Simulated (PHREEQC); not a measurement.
Consider water at 25 °C with 0.026 mol/kgw LiCl and 0.068 mol/kgw CdCl2. Closed to the air; pH follows from the charge balance.

Model: ion-association model, phreeqc.dat, run in PHREEQC.

Precipitation was switched off in this run.

### Question
Estimate the pH, ionic strength, density.

### Answer
pH 5.46; ionic strength 0.110 mol/kgw; density 1.008 g/cm³.

### Question
In which forms is Cd present?

### Answer
CdCl+ 64 %, Cd+2 20 %, CdCl2 15 %, CdCl3- 0.9 % of the Cd.

Complexes and solids missing from the database can't appear.
